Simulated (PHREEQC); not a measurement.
Make-up at 15 °C: 3.2 mol HCl and 0.16 mol MgSO4 per kg of water. Closed to the air; pH follows from the charge balance.

Equilibrium calculation in PHREEQC: Pitzer model, pitzer.dat.

```json
{
 "pH": "-1.09",
 "ionic_strength": "3.61 mol/kgw",
 "activity_of_water": "0.844",
 "density": "1.066 g/cm³",
 "osmotic_coefficient": "1.421",
 "total_alkalinity": "-3200 meq/kg"
}
```

| species | molality | activity | log γ |
|---|---|---|---|
| Cl- | 3.20 | 1.79 | -0.252 |
| H+ | 3.08 | 12.4 | 0.604 |
| Mg+2 | 0.160 | 0.749 | 0.670 |
| HSO4- | 0.117 | 0.105 | -0.044 |
| SO4-2 | 0.0435 | 0.000117 | -2.570 |

No solid was allowed to form. In brines, pH and single-ion activities rest on the MacInnes convention.
